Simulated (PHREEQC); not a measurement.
Make-up at 45 °C: 0.036 mol HCl, 0.00011 mol FeCl3 and 0.037 mol KCl per kg of water. It is in equilibrium with CO2 at log p = -1 (atm). Otherwise closed; pH follows from the charge balance.

Model: ion-association model, phreeqc.dat, run in PHREEQC.

```yaml
pH: 1.52
ionic_strength: 0.0735 mol/kgw
specific_conductance: 26400 µS/cm
density: 0.993 g/cm³
total_alkalinity: -36.2 meq/kg
```

```tsv
species	molality	activity	log γ
Cl-	0.0733	0.0573	-0.107
K+	0.0370	0.0289	-0.108
H+	0.0360	0.0300	-0.079
CO2	0.00210	0.00214	0.007
FeCl+2	5.66e-5	2.28e-5	-0.396
Fe+3	3.75e-5	7.26e-6	-0.713
FeOH+2	1.17e-5	4.70e-6	-0.396
FeCl2+	4.04e-6	3.21e-6	-0.099
(CO2)2	1.49e-7	1.51e-7	0.007
Fe(OH)2+	1.32e-7	1.05e-7	-0.097
HCO3-	4.56e-8	3.65e-8	-0.097
FeCl3	1.81e-8	1.84e-8	0.007
Fe2(OH)2+4	1.14e-8	2.74e-10	-1.619
```

Precipitation was switched off in this run. The solution is supersaturated, for example in Hematite (slow to form), Goethite (slow to form), so a real one may precipitate; this is no full list. Constants without temperature data keep their 25 °C values here.
